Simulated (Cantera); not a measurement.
Input: 1 mol SiF4, 49 mol N2, 33 mol H2.

Method: chemical equilibrium by Gibbs-energy minimisation in Cantera with the NASA 1993 tables (ideal gas, pure condensed phases). Candidate condensed phases: Si, Si3N4; 37 gas species. N2 is the only nitrogen source here; it is nearly inert below about 1500 K, so the nitride shown seldom forms there in practice. The tables' values for SiF2, SiF3 are old estimates. Equilibrium is a limit: real reactors are often held back by kinetics, nucleation or transport.

Stable condensed phases, one row left out:

```
T in °C \ P in Pa
              5     13     36     98    260    710   1900   5100  14000  37000 100000
   1052       A      A      B      B      B      B      B      B      B      B      B
   1002       A      B      B      B      B      B      B      B      B      B      B
    902       B      B      B      B      B      B      B      B      B      B      B
    852       B      B      B      B      B      B      B      B      B      B      B
    802       B      B      B      B      B      B      B      B      B      B      B
    752       B      B      B      B      B      B      B      B      B      B      B
    702       B      B      B      B      B      B      B      B      B      B      B
    652       B      B      B      B      B      B      B      B      B      B      B
    602       B      B      B      B      B      B      B      B      B      B      B
    552       B      B      B      B      B      B      B      B      B      B      B
    502       B      B      B      B      B      B      B      B      B      B      B
```

A: gas only; B: Si3N4.

**Question.** Give the row for 952 °C.

**Answer.** 5: Si3N4; 13: Si3N4; 36: Si3N4; 98: Si3N4; 260: Si3N4; 710: Si3N4; 1900: Si3N4; 5100: Si3N4; 14000: Si3N4; 37000: Si3N4; 100000: Si3N4.
